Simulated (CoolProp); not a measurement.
Vapour pressure (MPa) of R1234ze(Z): the reference equation beside estimates from Tc = 423.3 K, pc = 3.531 MPa, ω = 0.327. Clausius-Clapeyron is anchored at 361.6 K with a constant enthalpy of vaporisation of 17.89 kJ/mol.

Model: reference Helmholtz-energy equation of state, Akasaka 2019, in CoolProp.

```tsv
T (K)	reference	Lee-Kesler	Clausius-Clapeyron	Redlich-Kwong	Peng-Robinson
320.2	0.3587	0.3619	0.4847	0.5753	0.3587
330.6	0.4822	0.4872	0.5988	0.7304	0.4828
340.9	0.6341	0.6406	0.7289	0.9106	0.6357
351.3	0.8218	0.8295	0.8787	1.121	0.8248
361.6	1.046	1.054	1.046	1.361	1.051
372	1.317	1.325	1.236	1.635	1.325
382.3	1.634	1.642	1.444	1.941	1.645
392.7	2.010	2.017	1.676	2.287	2.025
403	2.446	2.452	1.928	2.667	2.463
413.4	2.958	2.964	2.205	3.090	2.975
```

Absolute difference from the reference over all 10 rows, mean and median: Lee-Kesler 0.7 and 0.7 %, Clausius-Clapeyron 16.2 and 15.8 %, Redlich-Kwong 29.2 and 27.1 %, Peng-Robinson 0.5 and 0.5 %.
